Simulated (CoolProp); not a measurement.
Fluorine along the isotherm 124.9 K: density (kg/m³) from the reference equation and from simpler models built on Tc = 144.4 K, pc = 5.240 MPa, ω = 0.045; each cubic takes its own stable root.

The numbers come from the reference Helmholtz-energy equation of state, de Reuck 1990 in CoolProp.

```tsv
p (MPa)	phase	reference	van der Waals	Redlich-Kwong	Soave-Redlich-Kwong	Peng-Robinson
1.54	gas	(withheld)	65.59	68.24	68.30	69.33
3.08	liquid	(withheld)	786.8	1094	1098	1242
4.62	liquid	1181	819.7	1122	1126	1271
6.15	liquid	1196	(withheld)	1147	(withheld)	1297
7.69	liquid	1210	(withheld)	1168	1171	1319
9.23	liquid	1222	(withheld)	1187	1189	1339
10.8	liquid	1234	895.0	1204	1207	1357
12.3	liquid	1244	907.4	1219	1222	1373
13.8	liquid	1254	918.6	1234	(withheld)	1388
15.4	liquid	1264	929.3	1247	1250	1403
16.9	liquid	1272	938.6	1260	1262	1416
18.5	liquid	1281	947.7	1272	1274	1429
20	liquid	1288	955.6	1283	1284	1440
```

### Question
Some entries are withheld; supply them.

### Answer

- 1.54, reference: 68.48
- 3.08, reference: 1164
- 6.15, van der Waals: 844.0
- 6.15, Soave-Redlich-Kwong: 1150
- 7.69, van der Waals: 863.8
- 9.23, van der Waals: 880.4
- 13.8, Soave-Redlich-Kwong: 1236
